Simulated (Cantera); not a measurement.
An adiabatic, constant-pressure homogeneous reactor starts with 3.14 % C2H4, 7.85 % O2, 86.4 % N2, 2.64 % H2O, at 1623 K and 760 Torr.

Cantera simulation using GRI-Mech 3.0 (53 species, 325 reactions); the numbers are that mechanism's predictions, not measurements. GRI-Mech 3.0 was tuned for natural gas; its chemistry of ethylene as a main component is partial and can be far from experiment.

One state of this run: T (K) = 2152; x C2H4 = <1e-12; x O2 = 0.00844; x H2O = 0.0602; x C2H = <1e-12; x H2 = 0.0148. x: mole fraction; the columns are a selection and need not sum to one.

Question: Which value of t (s) does it belong to?
(A) 1.29e-5
(B) 0.000135
(C) 0.500
(D) 0.0478

Answer: B, 0.000135
